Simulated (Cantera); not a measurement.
Input: 1 mol FeS, 1.3 mol H₂, 3.2 mol H₂O, at 210 Pa.

Method: chemical equilibrium by Gibbs-energy minimisation in Cantera with the NASA 1993 tables (ideal gas, pure condensed phases). Candidate condensed phases: Fe, FeO, Fe(OH)₂, Fe(OH)₃, FeS, FeSO₄, FeS₂, Fe₂O₃, Fe₂(SO₄)₃, Fe₃O₄, H₂O, H₂SO₄, S; 22 gas species. Rates play no part.

At 2050 K, list the 4 most abundant gas species with their mole fractions, and the condensed phases.

H₂ 0.369, H₂O 0.302, Fe 0.151, SO₂ 0.0685. Condensed: gas only.
